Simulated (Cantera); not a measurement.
Feed: 1 mol Si3H8, 63 mol N2, equilibrated at 1248 K and 87000 Pa.

Cantera equilibrium calculation (NASA polynomials, part measured and part estimated; ideal gas, pure solids and liquids). Candidate condensed phases: Si, Si3N4; 18 gas species. The feed counts by its element totals alone. N2 is the only nitrogen source here; it is nearly inert below about 1500 K, so the nitride shown seldom forms there in practice. Kinetics and transport are ignored.

**Question.** What is the equilibrium state?

**Answer.** 
- x(N2): 0.938
- x(H2): 0.0615
- x(NH3): 1.98e-6
- n(Si3N4(s)): 1.00 mol
- gas amount: 65.00 mol
- log10 activity of Si(s) (absent): -4.56
